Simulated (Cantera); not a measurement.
A closed system holds: 1 mol Si, 0.45 mol N2O, 9.4 mol N2, at 1375 K.

These are equilibrium values from Cantera (NASA tables, ideal gas, pure condensed phases), not measurements of a reactor. Candidate condensed phases: Si, SiO2, Si2N2O, Si3N4; 16 gas species. Mutual solubility and eutectic melting of coexisting phases are not modelled. Rates play no part.

Problem. Which condensed phases are stable at each of these points (P (Pa)): 0.100, 1, 10, 100, 1000, 10000, 100000, 1000000?

Solution. 
```tsv
P (Pa)	condensed phases	Si condensed (%)
0.100	Si(s)	54.6
1	Si2N2O(s) + Si3N4(s)	98.0
10	Si2N2O(s) + Si3N4(s)	99.9
100	Si2N2O(s) + Si3N4(s)	100.0
1000	Si2N2O(s) + Si3N4(s)	100.0
10000	Si2N2O(s) + Si3N4(s)	100.0
100000	Si2N2O(s) + Si3N4(s)	100.0
1000000	Si2N2O(s) + Si3N4(s)	100.0
```

At 0.000750 Torr the condensed part is Si(s). From 0.00750 Torr to 7500 Torr the condensed part is Si2N2O(s) + Si3N4(s).
